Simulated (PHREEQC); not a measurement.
Consider water at 25 °C with 0.0018 mol KBr, 7.4e-05 mol Sr(OH)2 and 9.2e-05 mol KHSO4 per kg of water. Closed to the air; pH follows from the charge balance.

Equilibrium calculation in PHREEQC: Pitzer model, pitzer.dat.

No solid was allowed to form.

Predict the pH, specific conductance.

pH 9.72; specific conductance 298 µS/cm.

Species that the database lacks are ignored.
